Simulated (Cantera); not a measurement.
An adiabatic, constant-volume homogeneous reactor starts with CH4 : O2 : N2 : H2O = 1 : 2.63 : 9.89 : 1.2 (molar parts), equivalence ratio 0.76, at 1623 K and 2.50 bar. Integrator tolerance rtol = 1e-08.

Computed with Cantera and GRI-Mech 3.0 (53 species, 325 reactions).

Problem. What does this change do: pressure from 2.50 bar to 5.00 bar?

Solution. 
```
quantity                                                          before                                  after
---------------------------------  -------------------------------------  -------------------------------------
time of steepest temperature rise                               0.184 ms                               0.107 ms
temperature at 0.600 s                                            2814 K                                 2861 K
equilibrium temperature                                           2814 K                                 2861 K
x(CH4) at 0.600 s                  <1e-12 (gas-phase equilibrium <1e-12)  <1e-12 (gas-phase equilibrium <1e-12)
x(O2) at 0.600 s                   0.0411 (gas-phase equilibrium 0.0411)  0.0399 (gas-phase equilibrium 0.0399)
x(H2O) at 0.600 s                    0.189 (gas-phase equilibrium 0.189)    0.192 (gas-phase equilibrium 0.192)
x(C2H) at 0.600 s                  <1e-12 (gas-phase equilibrium <1e-12)  <1e-12 (gas-phase equilibrium <1e-12)
x(C2H4) at 0.600 s                 <1e-12 (gas-phase equilibrium <1e-12)  <1e-12 (gas-phase equilibrium <1e-12)
```

Problem. What does this change do: 0.22 parts H2 added?

Solution. 
| quantity | before | after |
|---|---|---|
| time of steepest temperature rise | 0.184 ms | 98.0 µs |
| temperature at 0.600 s | 2814 K | 2845 K |
| equilibrium temperature | 2814 K | 2845 K |
| x(CH4) at 0.600 s | <1e-12 (gas-phase equilibrium <1e-12) | <1e-12 (gas-phase equilibrium <1e-12) |
| x(O2) at 0.600 s | 0.0411 (gas-phase equilibrium 0.0411) | 0.0359 (gas-phase equilibrium 0.0359) |
| x(H2O) at 0.600 s | 0.189 (gas-phase equilibrium 0.189) | 0.197 (gas-phase equilibrium 0.197) |
| x(C2H) at 0.600 s | <1e-12 (gas-phase equilibrium <1e-12) | <1e-12 (gas-phase equilibrium <1e-12) |
| x(C2H4) at 0.600 s | <1e-12 (gas-phase equilibrium <1e-12) | <1e-12 (gas-phase equilibrium <1e-12) |
